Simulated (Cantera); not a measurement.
Input: 1 mol C6H6, 0.016 mol O2, 0.67 mol N2, at 2150 °C and 1.00 mbar.

Cantera equilibrium calculation (NASA polynomials, part measured and part estimated; ideal gas, pure solids and liquids). Candidate condensed phases: C, C6H6, C7H8, C8H18, H2O; 136 gas species. The numbers say what is thermodynamically allowed, not how fast it happens.

Base state: H2 0.455, H 0.379, N2 0.138, HCN 0.0146, CO 0.00700, C2H2 (acetylene) 0.00353, HNC 0.00156, CN 0.000627 (mole fractions); condensed: C(graphite).

Task: What changes in the equilibrium state with this change: temperature from 2150 °C to 2652 °C?

Result: 
| species | before | after |
|---|---|---|
| H | 0.379 | 0.683 |
| C3 | 0.000145 | 0.137 |
| N2 | 0.138 | 0.0712 |
| H2 | 0.455 | 0.0300 |
| C2 | 1.31e-5 | 0.0137 |
| C | 5.59e-5 | 0.0244 |
| CN | 0.000627 | 0.0177 |
| HCN | 0.0146 | 0.00809 |
| C5 | 3.05e-7 | 0.00199 |
| C4 | 6.52e-8 | 0.000373 |
| C(graphite), mol | 5.85 | 1.90 |
